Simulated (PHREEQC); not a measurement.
## Copper plating or etch bath (model solution)

Solution (55 °C): 0.12 mol/kgw Cu(NO3)2, 0.0011 mol/kgw HCl and 0.032 mol/kgw KCl. Closed to the air; pH follows from the charge balance.

Computed with PHREEQC (ion-association model, phreeqc.dat).

| Property | Result |
|---|---|
| pH | 3.07 |
| ionic strength | 0.378 mol/kgw |
| activity of water | 0.993 |
| specific conductance | 39500 µS/cm |
| density | 1.005 g/cm³ |
| total alkalinity | -1.10 meq/kg |

```json
[
 {"species": "NO3-", "molality": "0.240", "activity": "0.149", "log γ": "-0.206"},
 {"species": "Cu+2", "molality": "0.113", "activity": "0.0285", "log γ": "-0.596"},
 {"species": "K+", "molality": "0.0320", "activity": "0.0208", "log γ": "-0.188"},
 {"species": "Cl-", "molality": "0.0256", "activity": "0.0167", "log γ": "-0.184"},
 {"species": "CuCl+", "molality": "0.00743", "activity": "0.00488", "log γ": "-0.182"},
 {"species": "H+", "molality": "0.00111", "activity": "0.000845", "log γ": "-0.117"},
 {"species": "CuCl2", "molality": "5.40e-5", "activity": "5.89e-5", "log γ": "0.038"},
 {"species": "Cu2(OH)2+2", "molality": "2.79e-6", "activity": "7.37e-7", "log γ": "-0.578"},
 {"species": "CuOH+", "molality": "5.10e-7", "activity": "3.35e-7", "log γ": "-0.182"},
 {"species": "CuCl3-", "molality": "8.63e-9", "activity": "5.67e-9", "log γ": "-0.182"}
]
```

No solid was allowed to form. Constants without temperature data keep their 25 °C values here.
